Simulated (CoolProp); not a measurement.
A single-stage vapour-compression cycle with R410A: evaporating at 229.15 K (dew point), condensing at 276.15 K (bubble point), superheat 0 K, subcooling 0 K, compressor efficiency 0.9, no pressure losses. Each further row changes one setting.

The numbers come from the reference Helmholtz-energy equation of state, Lemmon 2003 in CoolProp. It is a pseudo-pure fit of the blend.

| case | cooling COP | pressure ratio | discharge temperature (K) | refrigerating effect (kJ/kg) | volumetric capacity (kJ/m³) |
|---|---|---|---|---|---|
| as stated | 3.54 | 6.06 | 312.0 | 199 | 1160 |
| evaporating temperature 234.15 K | 4.13 | 4.81 | 306.9 | (withheld) | 1470 |
| condensing temperature 271.15 K | 4.07 | (withheld) | 304.0 | 206 | 1210 |
| subcooling 5 K | 3.67 | 6.06 | 312.0 | 206 | 1210 |
| superheat 10 K | 3.49 | 6.06 | 323.7 | (withheld) | 1150 |
| compressor efficiency 0.8 | 3.14 | 6.06 | 319.3 | 199 | 1160 |

Task: Complete the blanks.

Result: 
- evaporating temperature 234.15 K, refrigerating effect (kJ/kg): 201
- condensing temperature 271.15 K, pressure ratio: 5.17
- superheat 10 K, refrigerating effect (kJ/kg): 207
